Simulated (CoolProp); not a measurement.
Model: reference Helmholtz-energy equation of state, Wu 2011, in CoolProp.

For dimethyl ether, give the phase and the cp (kJ/(kg K)), cv (kJ/(kg K)), expansivity (1/kK) at 138.15 °C and 267 bar.


- 138.15 °C and 267 bar: supercritical; cp 2.65, cv 1.80, expansivity 2.64
